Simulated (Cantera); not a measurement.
Premixed flame

A freely propagating, adiabatic, planar premixed flame of CH4 : C2H6 : O2 : N2 : H2O = 1 : 0.077 : 2.77 : 10.4 : 3.4 (molar parts), unburnt at 623 K and 0.240 bar; mixture-averaged transport, grid criteria slope 0.08 and curve 0.16, no radiation.

Model: GRI-Mech 3.0 (53 species, 325 reactions), integrated in Cantera. Burning velocities carry a grid error of a few per cent, more on coarse grids.

```csv
z (mm),T (K),u (m/s),x CH4,x C2H6,x O2,x HCN,x HO2,x HCO
-5.53,623,0.941,0.0566,0.00436,0.157,<1e-8,1.31e-7,<1e-8
-3.68,624,0.944,0.0564,0.00435,0.157,<1e-8,1.30e-6,<1e-8
-2.76,630,0.954,0.0560,0.00434,0.156,<1e-8,6.63e-6,<1e-8
-1.84,666,1.01,0.0539,0.00426,0.153,<1e-8,3.72e-5,<1e-8
-0.921,906,1.39,0.0412,0.00344,0.134,7.08e-8,8.63e-5,2.69e-7
-0.460,1195,1.85,0.0248,0.00180,0.106,2.05e-7,0.000106,5.43e-6
0,1489,2.32,0.00667,0.000142,0.0704,4.51e-7,8.03e-5,2.55e-5
0.460,1613,2.51,0.000533,5.15e-7,0.0492,4.09e-7,1.54e-5,7.68e-6
0.921,1653,2.56,2.28e-5,<1e-8,0.0420,1.85e-7,6.99e-6,4.55e-7
1.84,1700,2.62,6.89e-8,<1e-8,0.0378,3.09e-8,5.45e-6,<1e-8
3.68,1759,2.70,<1e-8,<1e-8,0.0349,<1e-8,4.15e-6,<1e-8
7.37,1821,2.78,<1e-8,<1e-8,0.0325,<1e-8,2.82e-6,<1e-8
14.7,1873,2.85,<1e-8,<1e-8,0.0305,<1e-8,1.72e-6,<1e-8
```
x: mole fraction of selected species; z is measured from the peak of heat release.

The laminar burning velocity is 94.0 cm/s and the thermal thickness comes out as 1.84 mm. The peak x(HCN) is 4.96e-7. The peak x(HO2) is 0.000111, the peak x(HCO) comes out as 2.57e-5 and the grid points comes out as 134.
